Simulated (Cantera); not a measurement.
Cantera run:

```python
import numpy as np
import cantera as ct

gas_names = [...]  # 113 gases of nasa_gas.yaml made of C, H, O, Pb
cond_names = """
    C(gr) C6H6(L) C7H8(L) C8H18(L),n-octa H2O(s) H2O(L) Pb(cr) Pb(L) PbO(rd) PbO(yw) PbO(L) PbO2(s)
    Pb3O4(s)
""".split()


# ... load() reads the species with a 1 bar reference pressure and builds the phases ...
atoms = {
    'PbO': {'Pb': 1, 'O': 1},
    'CH4': {'C': 1, 'H': 4},
    'CO': {'C': 1, 'O': 1},
}
top_T = {'C(gr)': 4500, 'Pb3O4(s)': 820}  # K; cautious upper limits of use, not melting points


# ... equilibrate(T, P, feed) seeds the gas with the atoms and calls Mixture.equilibrate('TP', solver="vcs", rtol=1e-11, max_steps=5000) ...
results = []
feed = {'PbO': 1, 'CH4': 0.77, 'CO': 0.25}  # mol
P = 260000  # Pa
for T in [873, 1023, 1173, 1323, 1473, 1623, 1773, 1923, 2073, 2223, 2373, 2523, 2673]:
    mix = equilibrate(T, P, feed)
    results.append((T, P, feed, dict(zip(mix.species_names, mix.species_moles))))
    x = sorted(zip(gas.X, gas.species_names), reverse=True)
    print(f"T = {T:g} K  P = {P:g} Pa  gas = {mix.phase_moles(0):.4g} mol")
    print("   x: " + "  ".join(f"{s} {v:.3e}" for v, s in x if v > 1e-05))
    print("   condensed (mol): " + ("  ".join(f"{mix.phase(i).name} {mix.phase_moles(i):.4g}"
          for i in range(1, mix.n_phases) if mix.phase_moles(i) > 1e-12) or "none"))
```

Output:

```
T = 873 K  P = 260000 Pa  gas = 1.755 mol
   x: H2 3.335e-01  H2O 2.843e-01  CO2 1.754e-01  CH4 1.298e-01  CO 7.708e-02
   condensed (mol): C(gr) 0.3491  Pb(L) 1
T = 1023 K  P = 260000 Pa  gas = 2.278 mol
   x: H2 4.843e-01  CO 2.910e-01  H2O 1.003e-01  CO2 7.874e-02  CH4 4.574e-02  Pb 1.026e-05
   condensed (mol): C(gr) 0.07359  Pb(L) 1
T = 1173 K  P = 260000 Pa  gas = 2.539 mol
   x: H2 5.363e-01  CO 3.645e-01  H2O 6.182e-02  CO2 3.302e-02  CH4 4.245e-03  Pb 1.622e-04
   condensed (mol): Pb(L) 0.9996
T = 1323 K  P = 260000 Pa  gas = 2.562 mol
   x: H2 5.351e-01  CO 3.732e-01  H2O 6.546e-02  CO2 2.461e-02  Pb 1.352e-03  CH4 2.942e-04
   condensed (mol): Pb(L) 0.9965
T = 1473 K  P = 260000 Pa  gas = 2.579 mol
   x: H2 5.279e-01  CO 3.756e-01  H2O 6.930e-02  CO2 1.993e-02  Pb 7.242e-03  CH4 3.314e-05
   condensed (mol): Pb(L) 0.9813
T = 1623 K  P = 260000 Pa  gas = 2.634 mol
   x: H2 5.137e-01  CO 3.707e-01  H2O 7.083e-02  Pb 2.822e-02  CO2 1.648e-02  H 3.072e-05  Pb2 2.429e-05
   condensed (mol): Pb(L) 0.9255
T = 1773 K  P = 260000 Pa  gas = 2.804 mol
   x: H2 4.806e-01  CO 3.503e-01  Pb 8.684e-02  H2O 6.854e-02  CO2 1.346e-02  Pb2 1.556e-04  H 1.223e-04  PbO 2.180e-05
   condensed (mol): Pb(L) 0.7555
T = 1923 K  P = 260000 Pa  gas = 3.301 mol
   x: H2 4.070e-01  CO 2.989e-01  Pb 2.233e-01  H2O 5.942e-02  CO2 1.015e-02  Pb2 7.364e-04  H 3.727e-04  PbO 1.102e-04
   condensed (mol): Pb(L) 0.2576
T = 2073 K  P = 260000 Pa  gas = 3.559 mol
   x: H2 3.764e-01  Pb 2.790e-01  CO 2.781e-01  H2O 5.585e-02  CO2 8.516e-03  H 1.001e-03  Pb2 8.583e-04  PbO 2.439e-04  OH 1.689e-05
   condensed (mol): none
T = 2223 K  P = 260000 Pa  gas = 3.562 mol
   x: H2 3.748e-01  Pb 2.790e-01  CO 2.785e-01  H2O 5.631e-02  CO2 7.811e-03  H 2.432e-03  Pb2 6.626e-04  PbO 3.980e-04  OH 5.277e-05
   condensed (mol): none
T = 2373 K  P = 260000 Pa  gas = 3.568 mol
   x: H2 3.725e-01  CO 2.786e-01  Pb 2.786e-01  H2O 5.647e-02  CO2 7.247e-03  H 5.286e-03  PbO 6.065e-04  Pb2 5.238e-04  OH 1.423e-04
   condensed (mol): none
T = 2523 K  P = 260000 Pa  gas = 3.578 mol
   x: H2 3.687e-01  CO 2.783e-01  Pb 2.778e-01  H2O 5.628e-02  H 1.047e-02  CO2 6.783e-03  PbO 8.729e-04  Pb2 4.214e-04  OH 3.398e-04
   condensed (mol): none
T = 2673 K  P = 260000 Pa  gas = 3.595 mol
   x: H2 3.628e-01  CO 2.774e-01  Pb 2.763e-01  H2O 5.564e-02  H 1.915e-02  CO2 6.388e-03  PbO 1.197e-03  OH 7.321e-04  Pb2 3.432e-04  O 2.472e-05
   condensed (mol): none
```

Equilibrium computed with Cantera from the NASA thermochemical tables; the gas is ideal and each condensed phase is pure. Gases not in the tables: (PbO)n polymers.
